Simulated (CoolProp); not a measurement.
R113 along the isotherm 226.85 °C: density (kg/m³) from the reference equation and from simpler models built on Tc = 214.1 °C, pc = 3.392 MPa, ω = 0.253; each cubic takes its own stable root.

The numbers come from the reference Helmholtz-energy equation of state, Marx 1992 in CoolProp.

| p (MPa) | phase | reference | Soave-Redlich-Kwong | Peng-Robinson |
|---|---|---|---|---|
| 0.848 | gas | [?] | 41.64 | 42.05 |
| 1.7 | gas | 92.89 | 92.90 | 94.90 |
| 2.54 | gas | 160.6 | [?] | [?] |
| 3.39 | gas | 275.1 | 270.5 | 285.1 |
| 4.24 | supercritical | 688.3 | 574.0 | 619.5 |
| 5.09 | supercritical | 854.6 | 713.0 | 781.9 |
| 5.94 | supercritical | 917.0 | 781.7 | [?] |
| 6.78 | supercritical | [?] | 829.2 | [?] |
| 7.63 | supercritical | 987.1 | 866.8 | [?] |
| 8.48 | supercritical | 1012 | 898.0 | [?] |

Task: Some entries are withheld; supply them.

Result: 
- 0.848, reference: 41.61
- 2.54, Soave-Redlich-Kwong: 160.0
- 2.54, Peng-Robinson: 165.7
- 5.94, Peng-Robinson: 861.4
- 6.78, reference: 956.9
- 6.78, Peng-Robinson: 916.0
- 7.63, Peng-Robinson: 959.1
- 8.48, Peng-Robinson: 994.7
